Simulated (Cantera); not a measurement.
Charge: 1 mol AlI₃, 0.69 mol NH₃, 230 mol H₂, equilibrated at 76.0 Pa.

Cantera equilibrium calculation (NASA polynomials, part measured and part estimated; ideal gas, pure solids and liquids). Candidate condensed phases: Al, AlI₃, AlN, I₂; 19 gas species. Kinetics and transport are ignored.

Q: Which condensed phases are stable at each of these points (T (K)): 700, 850, 1000, 1150, 1300, 1450, 1600?

A: 
```
T (K)  condensed phases  Al condensed (%)
-----  ----------------  ----------------
700              AlN(s)              69.0
850              AlN(s)              69.0
1000             AlN(s)              69.0
1150             AlN(s)              69.0
1300             AlN(s)              58.8
1450           gas only               0.0
1600           gas only               0.0
```

From 700 K to 1300 K the condensed part is AlN(s). From 1450 K to 1600 K nothing is condensed.
